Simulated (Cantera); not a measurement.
# Si₃N₄ + O₂ + H₂ (nitride etching)

Input: 1 mol Si₃N₄, 4.6 mol O₂, 59 mol H₂, equilibrated at 550 °C and 0.0110 bar.

These are equilibrium values from Cantera (NASA tables, ideal gas, pure condensed phases), not measurements of a reactor. Candidate condensed phases: H₂O, Si, SiO₂, Si₂N₂O, Si₃N₄; 35 gas species. Equilibrium is a limit: real reactors are often held back by kinetics, nucleation or transport.

```yaml
x(H₂): 0.915
x(H₂O): 0.0525
x(N₂): 0.0328
x(NH₃): 4.16e-6
n(SiO₂(α-quartz)): 3.00 mol
gas_amount: 61.00 mol
log10 activity of Si(s) (absent): -20.16
```
